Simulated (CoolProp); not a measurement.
Values from CoolProp's reference Helmholtz-energy equation of state, Zhou 2012.

Task: For o-xylene, give the phase and the cv (kJ/(kg K)), Joule-Thomson coefficient (K/MPa), isothermal compressibility (1/MPa), Prandtl number at 620 K and 0.374 MPa.

Result: 
- 620 K and 0.374 MPa: gas; cv 2.21, Joule-Thomson coefficient 7.71, isothermal compressibility 2.79, Prandtl number 0.714

Viscosity comes from a separate model (Cao 2016). Thermal conductivity comes from a separate model (Mylona 2014).
